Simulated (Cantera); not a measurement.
An adiabatic, constant-pressure homogeneous reactor starts with CH4 : C2H6 : C3H8 : O2 : N2 = 1 : 0.17 : 0.2 : 1.63 : 6.14 (molar parts), equivalence ratio 2.2, at 1648 K and 280000 Pa. Integrator tolerance rtol = 1e-08.

Detailed kinetics in Cantera: GRI-Mech 3.0 (53 species, 325 reactions). GRI-Mech 3.0 was tuned for natural gas; its chemistry of propane as a main component is partial and can be far from experiment.

Q: What does this change do: initial temperature 1648 to 1698 K?

A: 
| quantity | before | after |
|---|---|---|
| time of steepest temperature rise | 27.0 µs | 20.3 µs |
| temperature at 0.200 s | 2574 K | 2612 K |
| equilibrium temperature | 2574 K | 2612 K |
| x(CH4) at 0.200 s | 1.80e-10 (gas-phase equilibrium 2.01e-10) | 1.54e-10 (gas-phase equilibrium 1.72e-10) |
| x(C2H6) at 0.200 s | <1e-12 (gas-phase equilibrium <1e-12) | <1e-12 (gas-phase equilibrium <1e-12) |
| x(C3H8) at 0.200 s | <1e-12 (gas-phase equilibrium <1e-12) | <1e-12 (gas-phase equilibrium <1e-12) |
| x(OH) at 0.200 s | 0.00109 (gas-phase equilibrium 0.00109) | 0.00133 (gas-phase equilibrium 0.00133) |
| x(H) at 0.200 s | 0.00889 (gas-phase equilibrium 0.00889) | 0.0104 (gas-phase equilibrium 0.0104) |
